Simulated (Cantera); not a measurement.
## Silicon carbide growth: CH3SiCl3 + C2H2 + H2 + C3H8

Charge: 1 mol CH3SiCl3, 0.077 mol C2H2, a varied amount of H2, 0.012 mol C3H8, at 1673.15 K and 0.0650 bar.

Equilibrium computed with Cantera from the NASA thermochemical tables; the gas is ideal and each condensed phase is pure. Candidate condensed phases: C, C6H6, C7H8, C8H18, Si, SiC; 109 gas species. The feed counts by its element totals alone. The tables' values for SiCl3 are old estimates; treat these amounts as uncertain. Equilibrium is a limit: real reactors are often held back by kinetics, nucleation or transport.

From 3 mol H2 to 500 mol H2 the condensed part is C(graphite) + SiC(s). The main Si-bearing gas is SiCl2 throughout.

```tsv
n(H2) (mol)	log p H2	log p HCl	log p SiCl2	log p SiCl3	log p SiCl4	log p H	log p Cl	n C(graphite)	n SiC(s)
3	-1.46	-1.54	-2.94	-3.78	-4.31	-4.67	-4.86	0.319	0.870
4.7	-1.39	-1.63	-3.19	-4.16	-4.82	-4.64	-4.99	0.277	0.912
7.1	-1.33	-1.74	-3.46	-4.57	-5.35	-4.61	-5.12	0.249	0.940
11	-1.29	-1.87	-3.77	-5.03	-5.98	-4.59	-5.28	0.227	0.961
17	-1.26	-2.02	-4.10	-5.53	-6.64	-4.57	-5.44	0.212	0.975
26	-1.23	-2.18	-4.44	-6.04	-7.32	-4.56	-5.61	0.202	0.983
39	-1.22	-2.34	-4.77	-6.54	-7.98	-4.55	-5.78	0.194	0.989
60	-1.21	-2.51	-5.13	-7.08	-8.70	-4.55	-5.96	0.186	0.993
92	-1.20	-2.69	-5.50	-7.62	-9.43	-4.54	-6.14	0.177	0.995
140	-1.20	-2.87	-5.85	-8.16	-10.14	-4.54	-6.32	0.166	0.997
210	-1.19	-3.04	-6.20	-8.68	-10.84	-4.54	-6.49	0.152	0.998
330	-1.19	-3.23	-6.59	-9.27	-11.62	-4.54	-6.69	0.128	0.999
500	-1.19	-3.41	-6.95	-9.80	-12.34	-4.54	-6.87	0.0942	0.999
```
log p: log10 of the partial pressure in bar; n: condensed amount in mol.
